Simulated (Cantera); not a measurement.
## Pyrogenic steam for wet oxidation

An isothermal, constant-pressure homogeneous reactor starts with H₂ : O₂ : N₂ : H₂O = 0.48 : 1 : 1.5 : 0.0049 (molar parts), at 1250 K and 0.720 bar.

Computed with Cantera and GRI-Mech 3.0 (53 species, 325 reactions). The temperature is held fixed by assumption; the heat of reaction is taken as removed at once.

| t (s) | x H₂ | x O₂ | x N₂O | x O | x H₂O₂ | x H |
|---|---|---|---|---|---|---|
| 2.00e-6 | 0.161 | 0.335 | <1e-12 | 4.52e-9 | 1.47e-11 | 1.45e-8 |
| 1.00e-5 | 0.161 | 0.335 | <1e-12 | 4.25e-7 | 6.04e-10 | 1.01e-6 |
| 5.02e-5 | 0.0105 | 0.272 | 5.65e-8 | 0.0111 | 1.42e-5 | 0.0110 |
| 0.000252 | 0.000244 | 0.277 | 1.17e-7 | 0.000155 | 2.08e-6 | 1.32e-5 |
| 0.00126 | 9.26e-6 | 0.277 | 1.26e-7 | 9.31e-6 | 3.25e-7 | 1.87e-7 |
| 0.00632 | 3.82e-7 | 0.277 | 1.29e-7 | 1.09e-6 | 5.64e-8 | 6.66e-9 |
| 0.0317 | 5.16e-8 | 0.277 | 1.28e-7 | 1.87e-7 | 1.13e-8 | 4.76e-10 |
| 0.159 | 1.56e-8 | 0.277 | 1.16e-7 | 5.20e-8 | 3.44e-9 | 8.30e-11 |
| 0.796 | 1.38e-8 | 0.277 | 6.77e-8 | 4.33e-8 | 2.91e-9 | 6.73e-11 |
| 3.99 | 1.37e-8 | 0.277 | 1.53e-8 | 4.32e-8 | 2.91e-9 | 6.72e-11 |
| 20.0 | 1.37e-8 | 0.277 | 1.30e-8 | 4.32e-8 | 2.91e-9 | 6.72e-11 |
x: mole fraction; the columns are a selection and need not sum to one.

Equilibrium at this temperature and pressure: H₂ 1.37e-8, O₂ 0.277, N₂O 1.30e-8, O 4.32e-8, H₂O₂ 2.90e-9, H 6.72e-11 (gas phase only).
